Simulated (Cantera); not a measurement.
A closed system holds: 1 mol HMDSO, 0.33 mol NO, 0.2 mol H2, at 2048 K and 76000 Pa.

Equilibrium computed with Cantera from the NASA thermochemical tables; the gas is ideal and each condensed phase is pure. The feed counts by its element totals alone. Rates play no part.

```
species             before     after
----------------  --------  --------
N2                  0.0144     0.315
CO                   0.123     0.231
H2                   0.856     0.228
H2O                7.78e-6     0.186
CO2                2.35e-7    0.0395
SiO                0.00128  0.000241
C2H2 (acetylene)  0.000897     <1e-9
CH4               0.000209     <1e-9
OH                 2.35e-9  0.000109
HCN                0.00197   9.93e-8
HNC               0.000122   6.14e-9
CH3                1.14e-5     <1e-9
C(graphite), mol      2.65         0
SiC(s), mol           1.99         0
SiO2(l), mol             0      1.99
```
Gas species are given as mole fractions.

### Question
Name the change that produced these shifts.
A. NO from 0.33 to 0.21 mol
B. temperature from 2048 K to 975 K
C. NO from 0.33 to 14 mol
D. HMDSO replaced by TEOS

### Answer
C, NO from 0.33 to 14 mol. The tables hold silica as quartz up to 1696 K and as liquid above; real silica turns to tridymite and cristobalite and melts near 1996 K. Gases not in the tables: Si(OH)4
